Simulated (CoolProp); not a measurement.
Vapour-liquid equilibrium of R125 (1) + R227EA (2) at 642 kPa; x and y are mole fractions of (1).

Values from CoolProp's multi-fluid Helmholtz-energy mixture model, Lemmon 2005 and Lemmon 2016; pair parameters Bell 2016.

Problem. Give the bubble temperature and the first vapour's composition at x = 0.65, 0.8, 0.95. Is there an azeotrope?

Solution. x = 0.65: 8.3 °C, y = 0.832; x = 0.8: 3.9 °C, y = 0.916; x = 0.95: -0.1 °C, y = 0.981. No azeotrope shows between x = 0.05 and 0.95.

Pair parameters are fitted to limited data, so mixtures are less certain than the pure fluids.
